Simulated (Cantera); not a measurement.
A perfectly stirred reactor is fed with 18.5 % N2O, 0.222 % H2, 81.3 % N2, at 9.00 Torr; it is held at 1425 K, and followed from long to short residence time.

Model: GRI-Mech 3.0 (53 species, 325 reactions), integrated in Cantera. GRI-Mech 3.0 was tuned for natural gas; its chemistry of N2O as a main component is partial and can be far from experiment. Radical loss at walls, strong at low pressure, is not modelled. The temperature is held fixed by assumption; the heat of reaction is taken as removed at once.

### Question
Predict: x(N2O) at τ = 7.90 s; x(H2) at τ = 7.90 s; x(HO2) at τ = 7.90 s; x(H) at τ = 7.90 s; x(NO) at τ = 7.90 s; x(N2O) at τ = 0.150 s; x(H2) at τ = 0.150 s; x(HO2) at τ = 0.150 s; x(H) at τ = 0.150 s; x(NO) at τ = 0.150 s.

### Answer
```
Property                 Result
---------------------  --------
x(N2O) at τ = 7.90 s     0.0552
x(H2) at τ = 7.90 s     1.37e-5
x(HO2) at τ = 7.90 s    6.07e-8
x(H) at τ = 7.90 s      2.97e-7
x(NO) at τ = 7.90 s      0.0216
x(N2O) at τ = 0.150 s     0.175
x(H2) at τ = 0.150 s   0.000411
x(HO2) at τ = 0.150 s   2.48e-6
x(H) at τ = 0.150 s     1.54e-6
x(NO) at τ = 0.150 s    0.00128
```
